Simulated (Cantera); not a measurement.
A closed system holds: 1 mol C6H6, 73 mol H2, 0.074 mol H2O, equilibrated at 1573 K and 6000 Pa.

These are equilibrium values from Cantera (NASA tables, ideal gas, pure condensed phases), not measurements of a reactor. Candidate condensed phases: C, C6H6, C7H8, C8H18, H2O; 110 gas species. Rates play no part.

Base state: H2 0.999, CO 0.000972, H 0.000166, CH4 0.000110, C2H2 (acetylene) 2.06e-5 (mole fractions); condensed: C(graphite).

Question: What changes in the equilibrium state with this change: H2O from 0.074 to 0.78 mol?

Answer: 
```tsv
species	before	after
H2	0.999	0.990
CO	0.000972	0.0101
H	0.000166	0.000165
CH4	0.000110	0.000108
C2H2 (acetylene)	2.06e-5	2.04e-5
C(graphite), mol	5.91	5.21
```
